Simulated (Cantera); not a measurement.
Cantera run:

```python
import numpy as np
import cantera as ct

gas_names = """
    H HO2 H2 H2O H2O2 O OH O2 O3 Pb PbO Pb2
""".split()
cond_names = """
    H2O(s) H2O(L) Pb(cr) Pb(L) PbO(rd) PbO(yw) PbO(L) PbO2(s) Pb3O4(s)
""".split()


# ... load() reads the species with a 1 bar reference pressure and builds the phases ...
atoms = {
    'PbO': {'Pb': 1, 'O': 1},
    'H2': {'H': 2},
}
top_T = {'Pb3O4(s)': 820}  # K; cautious upper limits of use, not melting points


# ... equilibrate(T, P, feed) seeds the gas with the atoms and calls Mixture.equilibrate('TP', solver="vcs", rtol=1e-11, max_steps=5000) ...
results = []
feed = {'PbO': 1, 'H2': 2900}  # mol
P = 520000  # Pa
for T in [1123, 1173, 1223, 1273, 1323, 1373, 1423, 1473, 1523, 1573, 1623, 1673, 1723, 1773]:
    mix = equilibrate(T, P, feed)
    results.append((T, P, feed, dict(zip(mix.species_names, mix.species_moles))))
    x = sorted(zip(gas.X, gas.species_names), reverse=True)
    print(f"T = {T:g} K  P = {P:g} Pa  gas = {mix.phase_moles(0):.4g} mol")
    print("   x: " + "  ".join(f"{s} {v:.3e}" for v, s in x if v > 0.001))
    print("   condensed (mol): " + ("  ".join(f"{mix.phase(i).name} {mix.phase_moles(i):.4g}"
          for i in range(1, mix.n_phases) if mix.phase_moles(i) > 1e-12) or "none"))
```

Result:

```
T = 1123 K  P = 520000 Pa  gas = 2900 mol
   x: H2 9.996e-01
   condensed (mol): Pb(L) 0.8981
T = 1173 K  P = 520000 Pa  gas = 2900 mol
   x: H2 9.996e-01
   condensed (mol): Pb(L) 0.7648
T = 1223 K  P = 520000 Pa  gas = 2901 mol
   x: H2 9.995e-01
   condensed (mol): Pb(L) 0.4937
T = 1273 K  P = 520000 Pa  gas = 2901 mol
   x: H2 9.993e-01
   condensed (mol): none
T = 1323 K  P = 520000 Pa  gas = 2901 mol
   x: H2 9.993e-01
   condensed (mol): none
T = 1373 K  P = 520000 Pa  gas = 2901 mol
   x: H2 9.993e-01
   condensed (mol): none
T = 1423 K  P = 520000 Pa  gas = 2901 mol
   x: H2 9.993e-01
   condensed (mol): none
T = 1473 K  P = 520000 Pa  gas = 2901 mol
   x: H2 9.993e-01
   condensed (mol): none
T = 1523 K  P = 520000 Pa  gas = 2901 mol
   x: H2 9.993e-01
   condensed (mol): none
T = 1573 K  P = 520000 Pa  gas = 2901 mol
   x: H2 9.993e-01
   condensed (mol): none
T = 1623 K  P = 520000 Pa  gas = 2901 mol
   x: H2 9.993e-01
   condensed (mol): none
T = 1673 K  P = 520000 Pa  gas = 2901 mol
   x: H2 9.993e-01
   condensed (mol): none
T = 1723 K  P = 520000 Pa  gas = 2901 mol
   x: H2 9.992e-01
   condensed (mol): none
T = 1773 K  P = 520000 Pa  gas = 2901 mol
   x: H2 9.992e-01
   condensed (mol): none
```

Method: chemical equilibrium by Gibbs-energy minimisation in Cantera with the NASA 1993 tables (ideal gas, pure condensed phases).
